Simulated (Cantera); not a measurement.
A Cantera script and what it prints.

```python
import numpy as np
import cantera as ct

gas_names = """
    CL CL2 H HCL H2 N NH NH2 NH3 N2 N2H2 N2H4 Si SiCL SiCL2 SiCL3 SiCL4 SiH SiHCL3 SiH2 SiH2CL2 SiH3
    SiH3CL SiH4 SiN Si2 Si2N Si3
""".split()
cond_names = """
    NH4CL(a) NH4CL(b) Si(cr) Si(L) Si3N4(a)
""".split()


def load(file, names, dense=False):
    # The tables refer to 1 bar. Condensed volumes are neglected.
    table = {s.name: s for s in ct.Species.list_from_file(file)}
    out = []
    for n in names:
        d = dict(table[n].input_data)
        d["thermo"] = dict(d["thermo"], **{"reference-pressure": 1e5})
        if dense:
            d["equation-of-state"] = {"model": "constant-volume", "density": "1e6 g/cm^3"}
        out.append(ct.Species.from_dict(d))
    return out


gas = ct.Solution(thermo="ideal-gas", species=load("nasa_gas.yaml", gas_names))
cond = {s.name: ct.Solution(thermo="fixed-stoichiometry", species=[s], name=s.name)
        for s in load("nasa_condensed.yaml", cond_names, dense=True)}
atoms = {
    'Si': {'Si': 1},
    'HCl': {'H': 1, 'CL': 1},
    'N2': {'N': 2},
}
top_T = {'Si3N4(a)': 2400}  # K; cautious upper limits of use, not melting points


def equilibrate(T, P, feed):
    n = {}
    for name, mol in feed.items():
        for a, k in atoms[name].items():
            n[a] = n.get(a, 0.0) + k * mol
    gas.TPX = T, P, n
    mass = sum(n.values()) * gas.mean_molecular_weight
    gas.equilibrate("TP")
    valid = [c for c in cond.values() if c.min_temp <= T <= top_T.get(c.name, c.max_temp)]
    mix = ct.Mixture([(gas, mass / gas.mean_molecular_weight)] + [(c, 0.0) for c in valid])
    mix.T, mix.P = T, P
    mix.equilibrate("TP", solver="vcs", rtol=1e-11, max_steps=5000)
    return mix


results = []
feed = {'Si': 1, 'HCl': 1.2, 'N2': 0.38}  # mol
P = 9.2  # Pa
for T in [1450, 1475, 1500, 1525, 1550, 1575, 1600, 1625]:
    mix = equilibrate(T, P, feed)
    results.append((T, P, feed, dict(zip(mix.species_names, mix.species_moles))))

top = {s: max(r[3][s] / sum(r[3][g] for g in gas_names) for r in results) for s in gas_names}
cols = sorted((s for s in top if top[s] > 1e-05), key=lambda s: -top[s])[:6]
seen = [c for c in cond_names if any(r[3].get(c, 0) > 1e-12 for r in results)]
print("log10 of partial pressures in bar; condensed amounts in mol")
print(f"{'T/K':>10s}" + "".join(f"{s[:9]:>10s}" for s in cols + seen))
for T, P, feed, n in results:
    ng = sum(n[g] for g in gas_names)
    print(f"{T:10.4g}" + "".join(f"{np.log10(max(n[s] / ng * P / 1e5, 1e-99)):10.3f}" for s in cols)
          + "".join(f"{n.get(c, 0):10.4g}" for c in seen))
```

It prints:

```
log10 of partial pressures in bar; condensed amounts in mol
       T/K        H2     SiCL2        N2       HCL         H     SiCL3    Si(cr)  Si3N4(a)
      1450    -4.534    -4.541    -4.767    -4.782    -7.291    -6.516    0.3754   0.05311
      1475    -4.564    -4.570    -4.655    -4.816    -7.169    -6.636    0.5332         0
      1500    -4.564    -4.568    -4.655    -4.819    -7.036    -6.709    0.5319         0
      1525    -4.563    -4.567    -4.655    -4.823    -6.908    -6.780    0.5306         0
      1550    -4.563    -4.566    -4.656    -4.826    -6.783    -6.849    0.5292         0
      1575    -4.563    -4.565    -4.656    -4.829    -6.663    -6.916    0.5277         0
      1600    -4.563    -4.565    -4.656    -4.833    -6.546    -6.981     0.526         0
      1625    -4.564    -4.565    -4.657    -4.837    -6.433    -7.045    0.5238         0
```

These are equilibrium values from Cantera (NASA tables, ideal gas, pure condensed phases), not measurements of a reactor. N2 is the only nitrogen source here; it is nearly inert below about 1500 K, so the nitride shown seldom forms there in practice. Mutual solubility and eutectic melting of coexisting phases are not modelled. The tables' values for SiCl3, SiCl are old estimates; treat these amounts as uncertain.
